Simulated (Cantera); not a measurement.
Input (Python, Cantera) and output of one run.

```python
import numpy as np
import cantera as ct

gas_names = [...]  # 109 gases of nasa_gas.yaml made of C, Cl, H, Si
cond_names = """
    C(gr) C6H6(L) C7H8(L) C8H18(L),n-octa Si(cr) Si(L) SiC(b)
""".split()


# ... load() reads the species with a 1 bar reference pressure and builds the phases ...
atoms = {
    '(CH3)2SiCl2': {'C': 2, 'H': 6, 'Si': 1, 'CL': 2},
    'H2': {'H': 2},
}
top_T = {'C(gr)': 4500, 'SiC(b)': 3050}  # K; cautious upper limits of use, not melting points


# ... equilibrate(T, P, feed) seeds the gas with the atoms and calls Mixture.equilibrate('TP', solver="vcs", rtol=1e-11, max_steps=5000) ...
results = []
feed = {'(CH3)2SiCl2': 1, 'H2': 1.9}  # mol
P = 320  # Pa
for T in [998, 1098, 1198, 1298, 1398, 1498, 1598, 1698, 1798, 1898, 1998, 2098]:
    mix = equilibrate(T, P, feed)
    results.append((T, P, feed, dict(zip(mix.species_names, mix.species_moles))))

top = {s: max(r[3][s] / sum(r[3][g] for g in gas_names) for r in results) for s in gas_names}
cols = sorted((s for s in top if top[s] > 1e-05), key=lambda s: -top[s])[:9]
seen = [c for c in cond_names if any(r[3].get(c, 0) > 1e-12 for r in results)]
print("log10 of partial pressures in bar; condensed amounts in mol")
print(f"{'T/K':>10s}" + "".join(f"{s[:9]:>10s}" for s in cols + seen))
for T, P, feed, n in results:
    ng = sum(n[g] for g in gas_names)
    print(f"{T:10.4g}" + "".join(f"{np.log10(max(n[s] / ng * P / 1e5, 1e-99)):10.3f}" for s in cols)
          + "".join(f"{n.get(c, 0):10.4g}" for c in seen))
```

It prints:

```
log10 of partial pressures in bar; condensed amounts in mol
       T/K        H2       HCL         H     SiCL4     SiCL2        CL        Si      SiCL C2H2,acet     C(gr)    SiC(b)
       998    -2.625    -3.138    -9.980    -4.021    -6.840   -10.524   -19.215   -15.391   -11.591     1.175     0.824
      1098    -2.656    -3.020    -8.935    -4.479    -6.145    -9.346   -16.734   -13.534   -10.551     1.066    0.9337
      1198    -2.669    -2.980    -8.056    -5.114    -5.697    -8.428   -14.669   -12.054    -9.674     1.021     0.979
      1298    -2.672    -2.972    -7.306    -5.769    -5.380    -7.679   -12.924   -10.834    -8.926     1.013    0.9869
      1398    -2.673    -2.972    -6.661    -6.362    -5.126    -7.045   -11.431    -9.800    -8.283     1.016    0.9837
      1498    -2.672    -2.976    -6.101    -6.886    -4.914    -6.498   -10.139    -8.909    -7.727     1.024     0.976
      1598    -2.671    -2.981    -5.609    -7.353    -4.735    -6.021    -9.010    -8.133    -7.241     1.035    0.9649
      1698    -2.670    -2.988    -5.175    -7.775    -4.584    -5.602    -8.016    -7.453    -6.813     1.049    0.9509
      1798    -2.670    -2.998    -4.788    -8.161    -4.457    -5.233    -7.133    -6.854    -6.433     1.064    0.9343
      1898    -2.671    -3.012    -4.443    -8.520    -4.352    -4.905    -6.344    -6.322    -6.096     1.082     0.915
      1998    -2.676    -3.030    -4.133    -8.862    -4.268    -4.615    -5.636    -5.850    -5.796     1.103     0.891
      2098    -2.686    -3.057    -3.855    -9.199    -4.207    -4.359    -4.995    -5.431    -5.532     1.134    0.8516
```

Method: chemical equilibrium by Gibbs-energy minimisation in Cantera with the NASA 1993 tables (ideal gas, pure condensed phases). The feed counts by its element totals alone. The tables' values for SiCl, SiCl3 are old estimates; treat these amounts as uncertain.
